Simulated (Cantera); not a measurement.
Input: 1 mol Cu2O, 5.4 mol CO, 0.14 mol H2, 4.9 mol CH4, at 0.0100 bar.

These are equilibrium values from Cantera (NASA tables, ideal gas, pure condensed phases), not measurements of a reactor. Candidate condensed phases: C, C6H6, C7H8, C8H18, Cu, CuO, Cu(OH)2, Cu2O, H2O; 113 gas species. Rates play no part. All values below are at 1948 K.

Base state: H2 0.535, CO 0.348, Cu 0.108, H 0.00827, C2H2 (acetylene) 0.000289, Cu2 0.000154 (mole fractions); condensed: C(graphite).

### Question
What changes in the equilibrium state with this change: pressure from 0.0100 bar to 0.000300 bar?

### Answer
```json
[
 {"species": "H2", "before": "0.535", "after": "0.506"},
 {"species": "CO", "before": "0.348", "after": "0.341"},
 {"species": "Cu", "before": "0.108", "after": "0.107"},
 {"species": "H", "before": "0.00827", "after": "0.0464"},
 {"species": "Cu2", "before": "0.000154", "after": "4.47e-6"},
 {"species": "C2H2 (acetylene)", "before": "0.000289", "after": "0.000273"},
 {"species": "C(graphite), mol", "before": "3.89", "after": "3.89"}
]
```
